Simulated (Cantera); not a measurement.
An adiabatic, constant-pressure homogeneous reactor starts with CO : H2 : CH4 : O2 : N2 = 1 : 1.2 : 0.07 : 1.38 : 5.18 (molar parts), equivalence ratio 0.90, at 1400 K and 0.770 bar.

Detailed kinetics in Cantera: GRI-Mech 3.0 (53 species, 325 reactions).

Question: Predict: time of steepest temperature rise; temperature at 5.00 s; equilibrium temperature; x(CO) at 5.00 s; x(H2) at 5.00 s; x(NO2) at 5.00 s.

Answer: 
```json
{
 "time_of_steepest_temperature_rise": "30.5 µs",
 "temperature at 5.00 s": "2706 K",
 "equilibrium_temperature": "2706 K",
 "x(CO) at 5.00 s": "0.0502 (gas-phase equilibrium 0.0502)",
 "x(H2) at 5.00 s": "0.0126 (gas-phase equilibrium 0.0126)",
 "x(NO2) at 5.00 s": "3.11e-6 (gas-phase equilibrium 3.11e-6)"
}
```
